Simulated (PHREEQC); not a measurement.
Make-up at 5 °C: 0.001 mol ZnSO4, 0.00022 mol NaHCO3 and 0.00088 mol NaCl per kg of water. Closed to the air; pH follows from the charge balance.

All values are PHREEQC results (ion-association model, phreeqc.dat), not measurements.

| Property | Value |
|---|---|
| pH | 7.33 |
| ionic strength | 0.00464 mol/kgw |
| specific conductance | 199 µS/cm |
| total alkalinity | 0.220 meq/kg |

```json
[
 {"species": "Na+", "molality": "0.00110", "activity": "0.00102", "log γ": "-0.031"},
 {"species": "SO4-2", "molality": "0.000905", "activity": "0.000684", "log γ": "-0.121"},
 {"species": "Cl-", "molality": "0.000879", "activity": "0.000818", "log γ": "-0.031"},
 {"species": "Zn+2", "molality": "0.000875", "activity": "0.000661", "log γ": "-0.121"},
 {"species": "HCO3-", "molality": "0.000169", "activity": "0.000158", "log γ": "-0.030"},
 {"species": "ZnSO4", "molality": "8.99e-5", "activity": "9.00e-5", "log γ": "0.000"},
 {"species": "CO2", "molality": "2.40e-5", "activity": "2.41e-5", "log γ": "0.000"},
 {"species": "ZnHCO3+", "molality": "1.41e-5", "activity": "1.31e-5", "log γ": "-0.031"},
 {"species": "ZnCO3", "molality": "1.25e-5", "activity": "1.25e-5", "log γ": "0.000"},
 {"species": "Zn(OH)2", "molality": "3.85e-6", "activity": "3.85e-6", "log γ": "0.000"},
 {"species": "ZnOH+", "molality": "3.29e-6", "activity": "3.07e-6", "log γ": "-0.031"},
 {"species": "NaSO4-", "molality": "3.28e-6", "activity": "3.06e-6", "log γ": "-0.030"},
 {"species": "Zn(SO4)2-2", "molality": "7.84e-7", "activity": "5.90e-7", "log γ": "-0.123"},
 {"species": "ZnCl+", "molality": "6.08e-7", "activity": "5.66e-7", "log γ": "-0.031"},
 {"species": "ZnOHCl", "molality": "3.85e-7", "activity": "3.86e-7", "log γ": "0.000"}
]
```

No solid was allowed to form. Species that the database lacks are ignored. Away from 25 °C the constants follow the database's enthalpies or fits; those with neither stay at their 25 °C values.
